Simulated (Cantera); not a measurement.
Feed: 1 mol CH₃Cl, 0.1 mol Si, equilibrated at 0.133 bar.

Cantera equilibrium calculation (NASA polynomials, part measured and part estimated; ideal gas, pure solids and liquids). Candidate condensed phases: C, C₆H₆, C₇H₈, C₈H₁₈, Si, SiC; 109 gas species. The tables' values for SiCl₃, SiCl are old estimates; treat these amounts as uncertain. Rates play no part. All values below are at 2123 K.

Base state: H₂ 0.545, HCl 0.393, SiCl₂ 0.0478, H 0.00725, Cl 0.00384, SiCl₃ 0.00142, C₂H₂ (acetylene) 0.000903, SiCl 0.000340 (mole fractions); condensed: C(graphite).

Problem. What changes in the equilibrium state with this change: Si from 0.1 to 0.0084 mol?

Solution. 
| species | before | after |
|---|---|---|
| H₂ | 0.545 | 0.499 |
| HCl | 0.393 | 0.484 |
| H | 0.00725 | 0.00694 |
| SiCl₂ | 0.0478 | 0.00399 |
| SiH | 1.43e-5 | 6.93e-7 |
| Si | 0.000103 | 5.20e-6 |
| SiCl | 0.000340 | 2.21e-5 |
| SiHCl₃ | 2.77e-5 | 2.84e-6 |
| C(graphite), mol | 0.996 | 0.997 |
